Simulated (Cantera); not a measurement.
Feed: 1 mol Si2Cl6, 1.8 mol HCl, 190 mol H2, held at 95.0 mbar.

Equilibrium computed with Cantera from the NASA thermochemical tables; the gas is ideal and each condensed phase is pure. Candidate condensed phases: Si; 19 gas species. The feed counts by its element totals alone. The tables' values for SiCl3 are old estimates; treat these amounts as uncertain. Kinetics and transport are ignored.

x: gas mole fraction; n: condensed amount in mol.

| T (K) | x H2 | x HCl | x SiCl4 | x SiCl2 | n Si(s) |
|---|---|---|---|---|---|
| 1048 | 0.978 | 0.0141 | 0.00394 | 0.000381 | ___ |
| 1098 | 0.975 | 0.0189 | 0.00292 | 0.000746 | ___ |
| 1148 | 0.971 | 0.0237 | 0.00189 | 0.00127 | ___ |
| 1198 | 0.968 | 0.0277 | 0.00104 | 0.00186 | ___ |
| 1248 | 0.966 | 0.0303 | 0.000491 | 0.00239 | 1.24 |
| 1298 | 0.965 | 0.0317 | 0.000210 | 0.00278 | 1.29 |
| 1348 | 0.964 | 0.0324 | 8.76e-5 | 0.00305 | 1.31 |
| 1398 | 0.964 | 0.0326 | 3.71e-5 | 0.00325 | 1.31 |
| 1448 | 0.964 | 0.0326 | 1.63e-5 | 0.00340 | 1.30 |
| 1498 | 0.964 | 0.0326 | 7.51e-6 | 0.00353 | 1.29 |
| 1548 | 0.964 | 0.0325 | 3.62e-6 | 0.00364 | 1.27 |
| 1598 | 0.964 | 0.0324 | 1.82e-6 | 0.00374 | 1.26 |

Complete the blanks.


- 1048, n Si(s): 0.527
- 1098, n Si(s): 0.750
- 1148, n Si(s): 0.962
- 1198, n Si(s): 1.13
